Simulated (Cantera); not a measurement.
**Oxide etching and cleaning by halides: CaO + HBr**

Feed: 1 mol CaO, 2.9 mol HBr, equilibrated at 1.00 bar.

Method: chemical equilibrium by Gibbs-energy minimisation in Cantera with the NASA 1993 tables (ideal gas, pure condensed phases). Candidate condensed phases: Br₂, Ca, CaBr₂, CaO, Ca(OH)₂, H₂O; 19 gas species. Rates play no part.

| T (K) | x H₂O | x HBr | x CaBr₂ | x Br | x H₂ | x Br₂ | x OH | x H | n CaBr₂(l) |
|---|---|---|---|---|---|---|---|---|---|
| 1225 | 0.526 | 0.470 | 0.000110 | 0.00138 | 0.00145 | 0.000755 | 3.92e-8 | 1.19e-8 | 1.000 |
| 1325 | 0.525 | 0.468 | 0.000663 | 0.00322 | 0.00255 | 0.000945 | 2.48e-7 | 8.26e-8 | 0.999 |
| 1425 | 0.523 | 0.462 | 0.00300 | 0.00649 | 0.00433 | 0.00109 | 1.19e-6 | 4.49e-7 | 0.994 |
| 1525 | 0.518 | 0.452 | 0.0108 | 0.0117 | 0.00702 | 0.00117 | 4.53e-6 | 1.98e-6 | 0.979 |
| 1625 | 0.504 | 0.432 | 0.0324 | 0.0191 | 0.0107 | 0.00119 | 1.44e-5 | 7.31e-6 | 0.936 |
| 1725 | 0.475 | 0.396 | 0.0839 | 0.0285 | 0.0154 | 0.00112 | 3.92e-5 | 2.30e-5 | 0.823 |
| 1825 | 0.415 | 0.334 | 0.192 | 0.0380 | 0.0200 | 0.000930 | 9.05e-5 | 6.22e-5 | 0.538 |
x: gas mole fraction; n: condensed amount in mol.

From 1225 K to 1825 K the condensed part is CaBr₂(l). The main Ca-bearing gas is CaBr₂ throughout. The share of Ca in condensed phases is highest at 1225 K (100.0 %) and lowest at 1825 K (53.8 %).
